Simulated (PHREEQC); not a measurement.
Model water analysis in mg/kgw, 25 °C, pH 6.17, pe 12:

```json
[
 {"constituent": "Na", "mg/kgw": "0.026"},
 {"constituent": "K", "mg/kgw": "0.00013"},
 {"constituent": "Ca", "mg/kgw": "0.019"},
 {"constituent": "Mg", "mg/kgw": "0.00159"},
 {"constituent": "Cl", "mg/kgw": "0.0352"},
 {"constituent": "S(6) as SO4", "mg/kgw": "0.0173"},
 {"constituent": "Alkalinity as HCO3", "mg/kgw": "0.0503"},
 {"constituent": "Si as SiO2", "mg/kgw": "0.000534"},
 {"constituent": "Zn", "mg/kgw": "0.000166"},
 {"constituent": "Ni", "mg/kgw": "0.000294"}
]
```

Valence states are taken as typed.

Model: ion-association model, wateq4f.dat, run in PHREEQC.

Each row changes one thing in this solution. Precipitation was switched off in this run.

```json
[
 {"case": "as made", "ionic strength (mol/kgw)": "3.61e-6", "CO2 (mol/kgw)": "2.26e-6", "HCO3- (mol/kgw)": "1.49e-6", "CO3-2 (mol/kgw)": "1.04e-10", "HSO4- (mol/kgw)": "1.18e-11", "SI of Quartz (SiO2)": "-4.07"},
 {"case": "Si from 0.000534 to 0.000267 mg/kgw", "ionic strength (mol/kgw)": "3.61e-6", "CO2 (mol/kgw)": "2.26e-6", "HCO3- (mol/kgw)": "1.49e-6", "CO3-2 (mol/kgw)": "1.04e-10", "HSO4- (mol/kgw)": "1.18e-11", "SI of Quartz (SiO2)": "-4.37"},
 {"case": "pH from 6.17 to 5.5 at the same alkalinity", "ionic strength (mol/kgw)": "6.10e-6", "CO2 (mol/kgw)": "2.83e-5", "HCO3- (mol/kgw)": "3.99e-6", "CO3-2 (mol/kgw)": "5.97e-11", "HSO4- (mol/kgw)": "5.49e-11", "SI of Quartz (SiO2)": "-4.07"},
 {"case": "all concentrations times 2 at the same typed pH", "ionic strength (mol/kgw)": "(withheld)", "CO2 (mol/kgw)": "(withheld)", "HCO3- (mol/kgw)": "(withheld)", "CO3-2 (mol/kgw)": "1.62e-10", "HSO4- (mol/kgw)": "(withheld)", "SI of Quartz (SiO2)": "-3.77"}
]
```

### Question
Some entries are withheld; supply them.

### Answer

- all concentrations times 2 at the same typed pH, ionic strength (mol/kgw): 6.54e-6
- all concentrations times 2 at the same typed pH, CO2 (mol/kgw): 3.51e-6
- all concentrations times 2 at the same typed pH, HCO3- (mol/kgw): 2.32e-6
- all concentrations times 2 at the same typed pH, HSO4- (mol/kgw): 2.35e-11
